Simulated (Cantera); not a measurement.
A perfectly stirred reactor is fed with CH4 : H2 : CO2 = 0.045 : 1 : 0.006 (molar parts), at 8.25 Torr; it is held at 2700 K, and followed from long to short residence time.

Detailed kinetics in Cantera: GRI-Mech 3.0 (53 species, 325 reactions). GRI-Mech 3.0 stops at C3 and has no aromatics, soot or wall deposition, so with more carbon than oxygen in the feed, carbon stays in small species such as C2H2 where larger ones or solid carbon would form. Radical loss at walls, strong at low pressure, is not modelled.

Q: What does this change do: temperature 2700 to 1325 K?

A: 
| quantity | before | after |
|---|---|---|
| x(CH4) at τ = 1.40 s | 1.52e-6 | 0.0428 |
| x(H2) at τ = 1.40 s | 0.630 | 0.951 |
| x(CO2) at τ = 1.40 s | 1.46e-7 | 0.00567 |
| x(H) at τ = 1.40 s | 0.346 | 5.77e-6 |
| x(CH2) at τ = 1.40 s | 1.27e-5 | 1.98e-11 |
| x(CH4) at τ = 46.0 ms | 0.000521 | 0.0428 |
| x(H2) at τ = 46.0 ms | 0.894 | 0.951 |
| x(CO2) at τ = 46.0 ms | 2.38e-5 | 0.00571 |
| x(H) at τ = 46.0 ms | 0.0772 | 2.56e-7 |
| x(CH2) at τ = 46.0 ms | 0.000105 | <1e-12 |

Q: What does this change do: temperature 2700 to 1825 K?

A: 
| quantity | before | after |
|---|---|---|
| x(CH4) at τ = 1.40 s | 1.52e-6 | 0.00856 |
| x(H2) at τ = 1.40 s | 0.630 | 0.961 |
| x(CO2) at τ = 1.40 s | 1.46e-7 | 0.000146 |
| x(H) at τ = 1.40 s | 0.346 | 0.00295 |
| x(CH2) at τ = 1.40 s | 1.27e-5 | 1.67e-6 |
| x(CH4) at τ = 46.0 ms | 0.000521 | 0.0356 |
| x(H2) at τ = 46.0 ms | 0.894 | 0.951 |
| x(CO2) at τ = 46.0 ms | 2.38e-5 | 0.00333 |
| x(H) at τ = 46.0 ms | 0.0772 | 0.00163 |
| x(CH2) at τ = 46.0 ms | 0.000105 | 1.92e-6 |
